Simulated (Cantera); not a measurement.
# Stirred combustor or abatement burner

A perfectly stirred reactor is fed with H2 : O2 : N2 : NO = 1 : 0.515 : 5.1 : 0.02 (molar parts), at 2.37 atm; it is adiabatic with a 450 K inlet, and is followed from long to short residence time, starting on the burning branch (τ in s: 0.11, 0.041, 0.015, 0.0057, 0.0021, 0.0008, 0.0003, 0.00011, 4.1e-05).

Computed with Cantera and GRI-Mech 3.0 (53 species, 325 reactions). The hydrogen kinetics of GRI-Mech 3.0 are dated; newer H2 mechanisms differ, most at raised pressure. The mechanism lacks 2 NO + O2 → 2 NO2 and HONO, so NO2 and the effect of NO are under-described below about 1400 K.

```
τ (s)    T (K)      x H2     x O2     x NO   x H2O2    x NO2    x HO2   x H2O
-------  -----  --------  -------  -------  -------  -------  -------  ------
0.11      1608  0.000788  0.00303  0.00268  1.13e-7  2.05e-6  9.77e-7   0.162
0.041     1602   0.00138  0.00330  0.00265  1.84e-7  1.63e-6  1.75e-6   0.161
0.015     1593   0.00236  0.00374  0.00270  2.94e-7  1.31e-6  2.90e-6   0.160
0.0057    1579   0.00378  0.00438  0.00280  4.60e-7  1.09e-6  4.44e-6   0.158
0.0021    1556   0.00589  0.00539  0.00292  7.30e-7  9.37e-7  6.59e-6   0.155
0.00080   1522   0.00871  0.00686  0.00302  1.15e-6  8.52e-7  9.54e-6   0.151
0.00030   1470    0.0128  0.00913  0.00309  1.85e-6  8.13e-7  1.42e-5   0.145
0.00011   1388    0.0200   0.0132  0.00313  2.92e-6  8.34e-7  2.30e-5   0.136
4.1e-5     450     0.151   0.0776  0.00301   <1e-12   <1e-12   <1e-12  <1e-12
```
x: mole fraction; the columns are a selection and need not sum to one.
